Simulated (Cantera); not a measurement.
Charge: 1 mol AlN, 0.023 mol N₂, at 2250 °C and 101000 Pa.

Equilibrium computed with Cantera from the NASA thermochemical tables; the gas is ideal and each condensed phase is pure. Candidate condensed phases: Al, AlN; 5 gas species. Equilibrium is a limit: real reactors are often held back by kinetics, nucleation or transport.

What is the equilibrium state?


```json
{
  "x(N₂)": "0.948",
  "x(Al)": "0.0517",
  "x(Al₂)": "9.50e-5",
  "n(AlN(s))": "0.999 mol",
  "gas_amount": "0.02494 mol",
  "log10 activity of Al(l) (absent)": "-0.68"
}
```
